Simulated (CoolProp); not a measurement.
R1336mzz(E) along the isotherm 136.85 °C: fugacity coefficient from the reference equation and from simpler models built on Tc = 130.4 °C, pc = 2779 kPa, ω = 0.413; each cubic takes its own stable root.

Computed with CoolProp (reference Helmholtz-energy equation of state, Akasaka 2023).

| p (kPa) | phase | reference |
|---|---|---|
| 380 | gas | 0.9540 |
| 760 | gas | 0.9088 |
| 1140 | gas | 0.8645 |
| 1520 | gas | 0.8208 |
| 1900 | gas | 0.7775 |
| 2280 | gas | 0.7343 |
| 2660 | gas | 0.6905 |
| 3040 | supercritical | 0.6438 |
| 3420 | supercritical | 0.5913 |
| 3800 | supercritical | 0.5454 |
| 4180 | supercritical | 0.5072 |
| 4560 | supercritical | 0.4753 |
| 4940 | supercritical | 0.4481 |
| 5320 | supercritical | 0.4249 |
| 5700 | supercritical | 0.4047 |

Question: How far does each simpler model (van der Waals, Redlich-Kwong, Soave-Redlich-Kwong, Peng-Robinson) lie from the reference over these 15 states: mean and median of the absolute difference, and the worst?

Answer: 
- van der Waals: mean 5.8 %, median 4.9 %, worst +11.9 % at 136.85 °C and 5700 kPa
- Redlich-Kwong: mean 1.9 %, median 1.2 %, worst +4.5 % at 136.85 °C and 5700 kPa
- Soave-Redlich-Kwong: mean 2.9 %, median 2.2 %, worst +6.4 % at 136.85 °C and 5700 kPa
- Peng-Robinson: mean 0.8 %, median 0.7 %, worst -1.5 % at 136.85 °C and 3040 kPa
